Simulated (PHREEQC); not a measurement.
Dissolve 0.033 mol/kgw HCl, 8.2e-05 mol/kgw ZnSO4 and 0.26 mol/kgw CuCl2 at 13 °C. It is in equilibrium with CO2 at log p = -3.4 (atm). Otherwise closed; pH follows from the charge balance.

The numbers come from PHREEQC with the ion-association model, phreeqc.dat.

No solid was allowed to form.

Predict the pH.

pH 1.60.

In which forms is Cl present?

Cl- 92 %, CuCl+ 6.8 %, CuCl2 1.1 % of the Cl.

Caution: at this ionic strength the ion-association model is outside its range; a Pitzer model would be the better tool where its parameters exist. Species that the database lacks are ignored. At this temperature some constants are extrapolated from 25 °C, and those without enthalpy data are left unchanged.
